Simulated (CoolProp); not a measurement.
Computed with CoolProp (reference Helmholtz-energy equation of state, Aleksandrov 2011). It is a short technical equation, of lower accuracy than the large ones.

For n-undecane, give the phase and the cp (kJ/(kg K)), speed of sound (m/s), expansivity (1/kK), fugacity coefficient at 484.1 K and 1130 kPa; 493.6 K and 1130 kPa; 512.7 K and 1130 kPa.


- 484.1 K and 1130 kPa: liquid; cp 2.94, speed of sound 636, expansivity 1.58, fugacity coefficient 0.126
- 493.6 K and 1130 kPa: liquid; cp 2.98, speed of sound 607, expansivity 1.66, fugacity coefficient 0.153
- 512.7 K and 1130 kPa: liquid; cp 3.06, speed of sound 547, expansivity 1.84, fugacity coefficient 0.220
